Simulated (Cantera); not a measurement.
Input (Python, Cantera) and output of one run.

```python
import numpy as np
import cantera as ct

gas_names = """
    C CO CO2 C2 C2O C3 C3O2 C4 C5 O O2 O3 Si SiC SiC2 SiO SiO2 Si2 Si2C Si3
""".split()
cond_names = """
    C(gr) Si(cr) Si(L) SiC(b) SiO2(Lqz) SiO2(hqz) SiO2(L)
""".split()


# ... load() reads the species with a 1 bar reference pressure and builds the phases ...
atoms = {
    'Si': {'Si': 1},
    'CO': {'C': 1, 'O': 1},
}
top_T = {'C(gr)': 4500, 'SiC(b)': 3050}  # K; cautious upper limits of use, not melting points


# ... equilibrate(T, P, feed) seeds the gas with the atoms and calls Mixture.equilibrate('TP', solver="vcs", rtol=1e-11, max_steps=5000) ...
results = []
feed = {'Si': 1, 'CO': 0.13}  # mol
T = 1525  # K
P = 11  # Pa
mix = equilibrate(T, P, feed)
results.append((T, P, feed, dict(zip(mix.species_names, mix.species_moles))))
print(gas.report(threshold=1e-06))
for i in range(1, mix.n_phases):
    print(f"{mix.phase(i).name:16s} {mix.phase_moles(i):12.5e} mol")
```

Output:

```
       temperature   1525 K
          pressure   11 Pa
           density   3.7841e-05 kg/m^3
  mean mol. weight   43.619 kg/kmol
   phase of matter   gas

                          1 kg             1 kmol
                     ---------------   ---------------
          enthalpy       -1.3334e+06        -5.816e+07  J
   internal energy       -1.6241e+06        -7.084e+07  J
           entropy            7863.3        3.4299e+05  J/K
    Gibbs function       -1.3325e+07       -5.8122e+08  J
 heat capacity c_p            842.59             36753  J/K
 heat capacity c_v            651.97             28438  J/K

                      mass frac. Y      mole frac. X     chem. pot. / RT
                     ---------------   ---------------   ---------------
                CO          0.018472          0.028766           -48.196
                Si         0.0001105        0.00017161           -4.6264
               SiO           0.98142           0.97106           -45.776
     [  +17 minor]        9.3586e-07        6.3528e-07

C(gr)             0.00000e+00 mol
Si(cr)            7.47458e-01 mol
SiC(b)            1.26260e-01 mol
SiO2(hqz)         0.00000e+00 mol
```

These are equilibrium values from Cantera (NASA tables, ideal gas, pure condensed phases), not measurements of a reactor. Mutual solubility and eutectic melting of coexisting phases are not modelled.
